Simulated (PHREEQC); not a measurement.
A column of 1 m (30 cells, dispersivity 0.08 m, 3600 s a shift, diffusion coefficient 3e-10 m²/s) holds 0.059 eq of the database's cation exchanger X per kg of pore water, first in equilibrium with 0.76 mmol/kgw LiCl, 0.95 mmol/kgw CdCl2 and 0.01 mmol/kgw HCl. It is flushed with 0.00054 mol CaCl2, 0.061 mol KBr and 1e-05 mol HCl per kg of water, at 25 °C. Values are for the last cell. No CO2 enters from the air. Precipitation was switched off in this run.

The series has 31 steps of pore volumes, from 0 to 4.017.

Equilibrium calculation in PHREEQC: ion-association model, phreeqc.dat.

**Question.** After how many pore volumes does Br at the outlet first reach half of its feed value?

**Answer.** By 0.95 pore volumes.

**Question.** After how many pore volumes does K at the outlet first reach half of its feed value?

**Answer.** By 2.0 pore volumes.

**Question.** After how many pore volumes does Ca at the outlet first reach half of its feed value?

**Answer.** By 2.7 pore volumes.

Complexes and solids missing from the database can't appear.
